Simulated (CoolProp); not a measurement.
Properties of methane along the isobar 22.3 MPa (Tc = -82.6 °C, pc = 4.599 MPa, ω = 0.011).

Model: reference Helmholtz-energy equation of state, Setzmann 1991, in CoolProp.

| T (°C) | phase | density (kg/m³) | speed of sound (m/s) | expansivity (1/kK) | viscosity (µPa s) | Prandtl number | fugacity coefficient |
|---|---|---|---|---|---|---|---|
| -103.55 | liquid | 365.7 | 1081 | 3.843 | 60.1 | 1.52 | 0.1529 |
| -69.35 | supercritical | 314.3 | 848.4 | 5.108 | 41.0 | 1.43 | 0.3176 |
| -35.15 | supercritical | 257.1 | 669.4 | 6.569 | 29.1 | 1.37 | 0.4951 |
| -0.85 | supercritical | 203.5 | 576.8 | 6.771 | 22.7 | 1.23 | 0.6485 |
| 33.35 | supercritical | 164.1 | 551.1 | 5.718 | 20.0 | 1.08 | 0.7641 |
| 67.55 | supercritical | 137.6 | 553.5 | 4.618 | 19.0 | 0.981 | 0.8476 |
| 101.85 | supercritical | 119.2 | 565.6 | 3.803 | 18.8 | 0.918 | 0.9077 |
| 136.05 | supercritical | 105.8 | 580.9 | 3.225 | 19.0 | 0.877 | 0.9511 |
| 170.25 | supercritical | 95.43 | 597.1 | 2.802 | 19.4 | 0.849 | 0.9828 |
| 204.55 | supercritical | 87.19 | 613.6 | 2.482 | 19.9 | 0.829 | 1.006 |
| 238.75 | supercritical | 80.45 | 629.8 | 2.233 | 20.4 | 0.813 | 1.024 |

Viscosity comes from a separate model (Quiñones-Cisneros 2006). Thermal conductivity comes from a separate model (Friend 1989).
